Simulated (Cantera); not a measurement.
## Tantalum, niobium, vanadium and zirconium in process gases: V + N₂O + N₂ + H₂O

Charge: 1 mol V, 6.3 mol N₂O, 3.5 mol N₂, 0.016 mol H₂O, equilibrated at 1025 K.

These are equilibrium values from Cantera (NASA tables, ideal gas, pure condensed phases), not measurements of a reactor. Candidate condensed phases: H₂O, V, VN, VO, V₂O₃, V₂O₄, V₂O₅; 28 gas species. Condensed phases not in the tables: the oxides between V₂O₃ and V₂O₅ other than VO₂. Gases not in the tables: V₄O₁₀. Kinetics and transport are ignored.

From 0.100 Pa to 1.00 mbar the condensed part is V₂O₄(s). From 10.0 mbar to 10.0 bar the condensed part is V₂O₅(l).

| P (Pa) | x N₂ | x O₂ | x H₂O | x NO | x NO₂ | x OH | x O | n V₂O₄(s) | n V₂O₅(l) |
|---|---|---|---|---|---|---|---|---|---|
| 0.100 | 0.819 | 0.180 | 0.00134 | 3.86e-5 | 1.63e-9 | 6.51e-7 | 1.40e-7 | 0.500 | 0 |
| 1 | 0.819 | 0.180 | 0.00134 | 3.86e-5 | 5.14e-9 | 3.66e-7 | 4.42e-8 | 0.500 | 0 |
| 10 | 0.819 | 0.180 | 0.00134 | 3.86e-5 | 1.63e-8 | 2.06e-7 | 1.40e-8 | 0.500 | 0 |
| 100 | 0.819 | 0.180 | 0.00134 | 3.86e-5 | 5.14e-8 | 1.16e-7 | 4.42e-9 | 0.500 | 0 |
| 1000 | 0.836 | 0.162 | 0.00137 | 3.70e-5 | 1.48e-7 | 6.41e-8 | 1.33e-9 | 0 | 0.500 |
| 10000 | 0.836 | 0.162 | 0.00137 | 3.70e-5 | 4.69e-7 | 3.61e-8 | 4.20e-10 | 0 | 0.500 |
| 100000 | 0.836 | 0.162 | 0.00137 | 3.70e-5 | 1.48e-6 | 2.03e-8 | 1.33e-10 | 0 | 0.500 |
| 1000000 | 0.836 | 0.162 | 0.00137 | 3.70e-5 | 4.69e-6 | 1.14e-8 | 4.20e-11 | 0 | 0.500 |
x: gas mole fraction; n: condensed amount in mol.
